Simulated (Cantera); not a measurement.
**Thermodynamics of calcination and drying, feed MgSO4 + C + H2**

A closed system holds: 1 mol MgSO4, 0.48 mol C, a varied amount of H2, held at 1477 °C and 0.133 bar.

Cantera equilibrium calculation (NASA polynomials, part measured and part estimated; ideal gas, pure solids and liquids). Candidate condensed phases: C, C6H6, C7H8, C8H18, H2O, H2SO4, Mg, MgCO3, MgO, Mg(OH)2, MgS, MgSO4, S; 130 gas species. Kinetics and transport are ignored.

From 0.099 mol H2 to 6.5 mol H2 the condensed part is MgO(s). The main Mg-bearing gas is Mg(OH)2 at 0.099 mol H2 and Mg at 6.5 mol H2.

| n(H2) (mol) | log p SO2 | log p H2 | log p H2O | log p CO2 | log p S2 | log p CO | log p H2S | log p SO | n MgO(s) |
|---|---|---|---|---|---|---|---|---|---|
| 0.099 | -1.08 | -3.64 | -2.09 | -1.43 | -4.40 | -2.42 | -5.73 | -3.10 | 1.000 |
| 0.16 | -1.10 | -3.20 | -1.91 | -1.48 | -3.43 | -2.22 | -4.81 | -2.87 | 1.000 |
| 0.25 | -1.13 | -2.89 | -1.74 | -1.53 | -2.90 | -2.11 | -4.23 | -2.76 | 1.000 |
| 0.4 | -1.19 | -2.61 | -1.58 | -1.59 | -2.54 | -2.05 | -3.77 | -2.69 | 1.000 |
| 0.64 | -1.28 | -2.35 | -1.43 | -1.66 | -2.29 | -2.02 | -3.38 | -2.68 | 1.000 |
| 1 | -1.42 | -2.12 | -1.31 | -1.76 | -2.11 | -2.00 | -3.06 | -2.70 | 1.000 |
| 1.6 | -1.65 | -1.87 | -1.22 | -1.90 | -1.98 | -2.00 | -2.76 | -2.79 | 1.000 |
| 2.6 | -2.08 | -1.61 | -1.18 | -2.13 | -1.95 | -2.00 | -2.47 | -2.99 | 1.000 |
| 4.1 | -2.74 | -1.36 | -1.23 | -2.46 | -2.05 | -2.03 | -2.27 | -3.34 | 1.000 |
| 6.5 | -3.49 | -1.17 | -1.36 | -2.88 | -2.28 | -2.13 | -2.20 | -3.78 | 1.000 |
log p: log10 of the partial pressure in bar; n: condensed amount in mol.
